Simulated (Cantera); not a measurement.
Input (Python, Cantera):

```python
import numpy as np
import cantera as ct

gas = ct.Solution("gri30.yaml")
gas.TPX = 1600, 100000, {'CH4': 1, 'H2O': 1.2, 'H2': 0.061}
reactor = ct.IdealGasConstPressureReactor(gas, energy="off", clone=False)
net = ct.ReactorNet([reactor])
net.rtol, net.atol = 1e-08, 1e-18
show = ['CH4', 'H2O', 'H2', 'C2H2', 'H2O2', 'HCO', 'HO2']
times = np.geomspace(1e-06, 90, 11)

steps = ct.SolutionArray(gas, extra=["t"])
rows = []
print(f"{'t/s':>10s}{'T/K':>9s}{'P/Pa':>11s}" + "".join(f"{s:>11s}" for s in show))
for t in times:
    while net.time < t:
        t_next = net.step()
        steps.append(gas.state, t=t_next)
    rows.append([np.interp(t, steps.t, y) for y in (steps.T, steps.P, *steps(*show).X.T)])
    print(f"{t:10.3e}{rows[-1][0]:9.1f}{rows[-1][1]:11.4g}" + "".join(f"{x:11.3e}" for x in rows[-1][2:]))
rate = np.gradient(steps.T, steps.t)
print("integrator steps:", len(steps.t))
if steps.T.max() > steps.T[0] + 200:
    print(f"time of steepest temperature rise: {steps.t[rate.argmax()]:.4e} s")
gas.TPX = 1600, 100000, {'CH4': 1, 'H2O': 1.2, 'H2': 0.061}
gas.equilibrate("TP")
print(f"equilibrium (TP): T = {gas.T:.1f} K  " + "  ".join(f"{s} {gas[s].X[0]:.3e}" for s in show))
```

It prints:

```
       t/s      T/K       P/Pa        CH4        H2O         H2       C2H2       H2O2        HCO        HO2
 1.000e-06   1600.0      1e+05  4.423e-01  5.307e-01  2.698e-02  2.679e-16  1.136e-16  2.938e-18  9.582e-20
 6.243e-06   1600.0      1e+05  4.422e-01  5.307e-01  2.700e-02  1.176e-12  3.357e-15  1.426e-15  7.092e-18
 3.898e-05   1600.0      1e+05  4.420e-01  5.307e-01  2.709e-02  2.872e-09  1.067e-13  1.217e-12  8.066e-16
 2.434e-04   1600.0      1e+05  4.406e-01  5.305e-01  2.789e-02  2.488e-06  6.136e-13  1.440e-10  7.605e-15
 1.519e-03   1600.0      1e+05  4.276e-01  5.280e-01  3.777e-02  6.509e-04  1.691e-12  2.271e-09  2.594e-14
 9.487e-03   1600.0      1e+05  3.480e-01  4.990e-01  1.182e-01  2.451e-02  1.335e-12  2.076e-09  2.647e-14
 5.923e-02   1600.0      1e+05  1.770e-01  4.272e-01  3.011e-01  8.457e-02  8.269e-13  1.026e-09  1.795e-14
 3.698e-01   1600.0      1e+05  5.896e-02  3.336e-01  4.605e-01  1.035e-01  5.544e-13  1.613e-09  1.518e-14
 2.309e+00   1600.0      1e+05  3.946e-02  1.955e-01  5.803e-01  5.295e-02  1.567e-13  5.447e-09  4.835e-15
 1.442e+01   1600.0      1e+05  2.003e-02  8.598e-02  6.761e-01  1.129e-02  2.601e-14  9.842e-09  8.404e-16
 9.000e+01   1600.0      1e+05  4.503e-03  4.798e-02  7.155e-01  5.156e-04  7.679e-15  1.160e-08  2.513e-16
integrator steps: 1837
equilibrium (TP): T = 1600.0 K  CH4 2.860e-06  H2O 4.244e-02  H2 7.228e-01  C2H2 2.276e-10  H2O2 5.959e-15  HCO 1.187e-08  HO2 1.953e-16
```

Model: GRI-Mech 3.0 (53 species, 325 reactions), integrated in Cantera.
